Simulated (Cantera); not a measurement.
A freely propagating, adiabatic, planar premixed flame of CO : H₂ : CH₄ : O₂ : N₂ = 1 : 0.059 : 0.29 : 1.25 : 4.69 (molar parts), equivalence ratio 0.89, unburnt at 600 K and 100.0 Torr; mixture-averaged transport, grid criteria slope 0.08 and curve 0.16, no radiation.

Model: GRI-Mech 3.0 (53 species, 325 reactions), integrated in Cantera. Burning velocities carry a grid error of a few per cent, more on coarse grids.

What does this change do: O2 1.25 to 1.6 parts?


| quantity | before | after |
|---|---|---|
| laminar burning velocity | 228 cm/s | 233 cm/s |
| thermal thickness | 2.74 mm | 2.77 mm |
| peak x(CH₂) | 7.55e-6 | 5.68e-6 |
| peak x(HCN) | 6.66e-8 | 2.92e-8 |
| peak x(C₂H) | <1e-8 | <1e-8 |
